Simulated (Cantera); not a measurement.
A perfectly stirred reactor is fed with CH4 : N2 = 1 : 4.3 (molar parts), at 10000 Pa; it is held at 1475 K, and followed from long to short residence time.

Detailed kinetics in Cantera: GRI-Mech 3.0 (53 species, 325 reactions). GRI-Mech 3.0 stops at C3 and has no aromatics, soot or wall deposition, so with more carbon than oxygen in the feed, carbon stays in small species such as C2H2 where larger ones or solid carbon would form.

Task: Predict: x(CH4) at τ = 1.90 s; x(HCN) at τ = 1.90 s; x(CH2) at τ = 1.90 s; x(C2H6) at τ = 1.90 s; x(C2H2) at τ = 1.90 s; x(CH4) at τ = 26.0 ms; x(CH2) at τ = 26.0 ms; x(C2H6) at τ = 26.0 ms; x(C2H2) at τ = 26.0 ms.

Result: 
| Item | Value |
|---|---|
| x(CH4) at τ = 1.90 s | 0.140 |
| x(HCN) at τ = 1.90 s | 1.93e-9 |
| x(CH2) at τ = 1.90 s | 7.05e-9 |
| x(C2H6) at τ = 1.90 s | 9.25e-5 |
| x(C2H2) at τ = 1.90 s | 0.0193 |
| x(CH4) at τ = 26.0 ms | 0.188 |
| x(CH2) at τ = 26.0 ms | 3.12e-9 |
| x(C2H6) at τ = 26.0 ms | 5.05e-5 |
| x(C2H2) at τ = 26.0 ms | 1.24e-5 |
